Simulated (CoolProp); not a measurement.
Vapour-liquid equilibrium of CHF3 (R23) (1) + n-pentane (2) at -0.85 °C; x and y are mole fractions of (1).

Computed with CoolProp (multi-fluid Helmholtz-energy mixture model, Penoncello 2003 and Thol 2019; pair parameters Bell 2016).

```json
[
 {"x": "0.05", "bubble pressure, mixture model (MPa)": "0.3554", "bubble pressure, Raoult's law (MPa)": "0.1442", "y, mixture model": "[?]", "y, Raoult's law": "0.845"},
 {"x": "0.15", "bubble pressure, mixture model (MPa)": "0.9877", "bubble pressure, Raoult's law (MPa)": "0.3857", "y, mixture model": "[?]", "y, Raoult's law": "0.948"},
 {"x": "0.25", "bubble pressure, mixture model (MPa)": "[?]", "bubble pressure, Raoult's law (MPa)": "0.6271", "y, mixture model": "0.978", "y, Raoult's law": "0.972"},
 {"x": "0.35", "bubble pressure, mixture model (MPa)": "1.781", "bubble pressure, Raoult's law (MPa)": "0.8685", "y, mixture model": "0.980", "y, Raoult's law": "0.982"},
 {"x": "0.45", "bubble pressure, mixture model (MPa)": "[?]", "bubble pressure, Raoult's law (MPa)": "1.110", "y, mixture model": "0.981", "y, Raoult's law": "0.988"},
 {"x": "0.55", "bubble pressure, mixture model (MPa)": "[?]", "bubble pressure, Raoult's law (MPa)": "1.351", "y, mixture model": "0.981", "y, Raoult's law": "0.992"},
 {"x": "0.65", "bubble pressure, mixture model (MPa)": "1.938", "bubble pressure, Raoult's law (MPa)": "1.593", "y, mixture model": "0.981", "y, Raoult's law": "0.995"},
 {"x": "0.75", "bubble pressure, mixture model (MPa)": "1.975", "bubble pressure, Raoult's law (MPa)": "1.834", "y, mixture model": "0.982", "y, Raoult's law": "0.997"},
 {"x": "0.85", "bubble pressure, mixture model (MPa)": "2.080", "bubble pressure, Raoult's law (MPa)": "2.076", "y, mixture model": "[?]", "y, Raoult's law": "0.998"},
 {"x": "0.95", "bubble pressure, mixture model (MPa)": "2.286", "bubble pressure, Raoult's law (MPa)": "2.317", "y, mixture model": "0.992", "y, Raoult's law": "0.999"}
]
```

What belongs in the gaps?


- 0.05, y, mixture model: 0.929
- 0.15, y, mixture model: 0.971
- 0.25, bubble pressure, mixture model (MPa): 1.482
- 0.45, bubble pressure, mixture model (MPa): 1.907
- 0.55, bubble pressure, mixture model (MPa): 1.934
- 0.85, y, mixture model: 0.985

The largest gap from Raoult's law is +156.1 % in bubble pressure, at x = 0.15. No azeotrope shows between x = 0.05 and 0.95.

The pair parameters rest on a limited set of measurements; away from them the model extrapolates. The gap from Raoult's law changes sign with composition, which may be real or a fault of the pair parameters; it wasn't checked against measurements. With so large a gap from Raoult's law the liquid may split in two, which this calculation doesn't test in full.
